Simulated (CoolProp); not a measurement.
Nitrous oxide at 298.15 K and 3.4 MPa is compressed adiabatically to 18.1 MPa with isentropic efficiency 0.7. Each further row changes one setting.

Model: reference Helmholtz-energy equation of state, Lemmon 2006, in CoolProp. It is a short technical equation, of lower accuracy than the large ones.

| case | work (kJ/kg) | final temperature (K) | final density (kg/m³) |
|---|---|---|---|
| as stated | [?] | 467.7 | [?] |
| efficiency 1 | [?] | [?] | 276 |
| efficiency 0.65 | [?] | [?] | 239 |

Question: Complete the blanks.

Answer: 
- as stated, work (kJ/kg): 127
- as stated, final density (kg/m³): 246
- efficiency 1, work (kJ/kg): 88.8
- efficiency 1, final temperature (K): 441.9
- efficiency 0.65, work (kJ/kg): 137
- efficiency 0.65, final temperature (K): 474.6
